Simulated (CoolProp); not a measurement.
Properties of hydrogen chloride along the isobar 8.59 MPa.

Values from CoolProp's reference Helmholtz-energy equation of state, Thol 2018.

| T (°C) | phase | cp (kJ/(kg K)) | cv (kJ/(kg K)) | expansivity (1/kK) |
|---|---|---|---|---|
| -77.05 | liquid | 1.643 | 1.028 | 2.052 |
| -55.45 | liquid | 1.663 | 0.9840 | 2.311 |
| -33.95 | liquid | 1.709 | 0.9479 | 2.689 |
| -12.45 | liquid | 1.796 | 0.9187 | 3.284 |
| 9.05 | liquid | 1.965 | 0.8976 | 4.373 |
| 30.55 | liquid | 2.407 | 0.8934 | 7.192 |
| 52.05 | supercritical | 13.18 | 1.038 | 87.68 |
| 73.55 | supercritical | 2.446 | 0.8708 | 13.16 |
| 95.05 | supercritical | 1.633 | 0.7536 | 7.603 |
| 116.55 | supercritical | 1.335 | 0.6906 | 5.587 |
| 138.05 | supercritical | 1.182 | 0.6531 | 4.519 |
| 159.65 | supercritical | 1.090 | 0.6296 | 3.846 |
| 181.15 | supercritical | 1.031 | 0.6148 | 3.382 |
| 202.65 | supercritical | 0.9901 | 0.6054 | 3.036 |
| 224.15 | supercritical | 0.9613 | 0.5995 | 2.767 |

The peak of cp marks the crossing from liquid-like to gas-like fluid above the critical point.
